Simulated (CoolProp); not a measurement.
Vapour-liquid equilibrium of n-butane (1) + cyclohexane (2) at 68.15 °C; x and y are mole fractions of (1).

The numbers come from the multi-fluid Helmholtz-energy mixture model, Bücker 2006 and Zhou 2014; pair parameters Bell 2016 in CoolProp.

Question: Give the bubble pressure and the first vapour's composition at x = 0.05, 0.35, 0.8. Is there an azeotrope?

Answer: x = 0.05: 0.9338 bar, y = 0.298; x = 0.35: 2.896 bar, y = 0.838; x = 0.8: 6.208 bar, y = 0.972. No azeotrope shows between x = 0.05 and 0.95.

The pair parameters rest on a limited set of measurements; away from them the model extrapolates.
